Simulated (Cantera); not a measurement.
Mixture: CH4 : CO : O2 : N2 = 1 : 1.4 : 3.91 : 16.4 (molar parts), equivalence ratio 0.69, at 1.00 bar, adiabatic and at constant volume. Ignition delay is the time to a rise of 400 K.

Computed with Cantera and GRI-Mech 3.0 (53 species, 325 reactions).

Predict: delay at 1250 K; delay at 1350 K; delay at 1450 K; delay at 1550 K; apparent activation energy between 1500 and 1600 K.


* **delay at 1250 K**: 19.3 ms
* **delay at 1350 K**: 4.89 ms
* **delay at 1450 K**: 1.54 ms
* **delay at 1550 K**: 0.601 ms
* **apparent activation energy between 1500 and 1600 K**: 170 kJ/mol
